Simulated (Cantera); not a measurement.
Source: NASA polynomial tables (part measured, part estimated), evaluated in Cantera. Values are per mole of reaction as written; species without (g) are pure solids or liquids, kept so even where they would boil at 1 bar.

O₃(g) + 3 H₂(g) ⇌ 3 H₂O(g)

| T (K) | ΔH° (kJ) | ΔS° (J/K) | ΔG° (kJ) | log10 K |
|---|---|---|---|---|
| 973 | ___ | ___ | ___ | ___ |
| 1023 | -887.0 | -98.6 | -786.1 | 40.14 |
| 1073 | -888.1 | -99.6 | -781.2 | 38.03 |
| 1123 | ___ | ___ | ___ | ___ |
| 1173 | ___ | ___ | ___ | ___ |
| 1223 | ___ | ___ | ___ | ___ |

### Question
Fill in the missing entries.

### Answer

- 973, ΔH° (kJ): -885.9
- 973, ΔS° (J/K): -97.5
- 973, ΔG° (kJ): -791.0
- 973, log10 K: 42.46
- 1123, ΔH° (kJ): -889.0
- 1123, ΔS° (J/K): -100.5
- 1123, ΔG° (kJ): -776.2
- 1123, log10 K: 36.10
- 1173, ΔH° (kJ): -890.0
- 1173, ΔS° (J/K): -101.3
- 1173, ΔG° (kJ): -771.1
- 1173, log10 K: 34.34
- 1223, ΔH° (kJ): -890.8
- 1223, ΔS° (J/K): -102.0
- 1223, ΔG° (kJ): -766.0
- 1223, log10 K: 32.72
